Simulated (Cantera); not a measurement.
A Cantera script and its output.

```python
import numpy as np
import cantera as ct

gas = ct.Solution("gri30.yaml")
gas.TPX = 1800, 100000, {'CH4': 1, 'O2': 1.11, 'N2': 4.18}
reactor = ct.IdealGasConstPressureReactor(gas, energy="on", clone=False)
net = ct.ReactorNet([reactor])
net.rtol, net.atol = 1e-08, 1e-16
show = ['CH4', 'O2', 'NO', 'N2O', 'O']
times = np.geomspace(7e-06, 2, 16)

steps = ct.SolutionArray(gas, extra=["t"])
rows = []
print(f"{'t/s':>10s}{'T/K':>9s}{'P/Pa':>11s}" + "".join(f"{s:>11s}" for s in show))
for t in times:
    while net.time < t:
        t_next = net.step()
        steps.append(gas.state, t=t_next)
    rows.append([np.interp(t, steps.t, y) for y in (steps.T, steps.P, *steps(*show).X.T)])
    print(f"{t:10.3e}{rows[-1][0]:9.1f}{rows[-1][1]:11.4g}" + "".join(f"{x:11.3e}" for x in rows[-1][2:]))
rate = np.gradient(steps.T, steps.t)
print("integrator steps:", len(steps.t))
if steps.T.max() > steps.T[0] + 200:
    print(f"time of steepest temperature rise: {steps.t[rate.argmax()]:.4e} s")
gas.TPX = 1800, 100000, {'CH4': 1, 'O2': 1.11, 'N2': 4.18}
gas.equilibrate("HP")
print(f"equilibrium (HP): T = {gas.T:.1f} K  " + "  ".join(f"{s} {gas[s].X[0]:.3e}" for s in show))
```

Output:

```
       t/s      T/K       P/Pa        CH4         O2         NO        N2O          O
 7.000e-06   1799.4      1e+05  1.588e-01  1.764e-01  1.465e-12  2.477e-10  4.288e-07
 1.617e-05   1798.8      1e+05  1.585e-01  1.763e-01  5.507e-12  1.038e-09  8.154e-07
 3.737e-05   1798.7      1e+05  1.569e-01  1.756e-01  2.836e-11  3.977e-09  2.245e-06
 8.635e-05   1832.6      1e+05  1.403e-01  1.659e-01  6.383e-10  2.643e-08  1.590e-05
 1.995e-04   2805.7      1e+05  9.499e-12  3.394e-04  4.134e-04  6.340e-08  7.403e-04
 4.610e-04   2774.1      1e+05  2.043e-12  4.472e-04  5.689e-04  5.651e-08  9.740e-04
 1.065e-03   2764.8      1e+05  1.778e-12  4.694e-04  8.765e-04  5.786e-08  1.025e-03
 2.461e-03   2762.8      1e+05  1.799e-12  4.610e-04  1.241e-03  6.335e-08  1.011e-03
 5.688e-03   2762.1      1e+05  1.809e-12  4.574e-04  1.383e-03  6.601e-08  1.005e-03
 1.314e-02   2762.1      1e+05  1.810e-12  4.573e-04  1.390e-03  6.615e-08  1.004e-03
 3.037e-02   2762.1      1e+05  1.810e-12  4.573e-04  1.390e-03  6.615e-08  1.004e-03
 7.016e-02   2762.1      1e+05  1.810e-12  4.573e-04  1.390e-03  6.615e-08  1.004e-03
 1.621e-01   2762.1      1e+05  1.810e-12  4.573e-04  1.390e-03  6.615e-08  1.004e-03
 3.746e-01   2762.1      1e+05  1.810e-12  4.573e-04  1.390e-03  6.615e-08  1.004e-03
 8.656e-01   2762.1      1e+05  1.810e-12  4.573e-04  1.390e-03  6.615e-08  1.004e-03
 2.000e+00   2762.1      1e+05  1.810e-12  4.573e-04  1.390e-03  6.615e-08  1.004e-03
integrator steps: 1652
time of steepest temperature rise: 1.2547e-04 s
equilibrium (HP): T = 2762.1 K  CH4 2.073e-12  O2 4.573e-04  NO 1.390e-03  N2O 6.615e-08  O 1.004e-03
```

Model: GRI-Mech 3.0 (53 species, 325 reactions), integrated in Cantera.
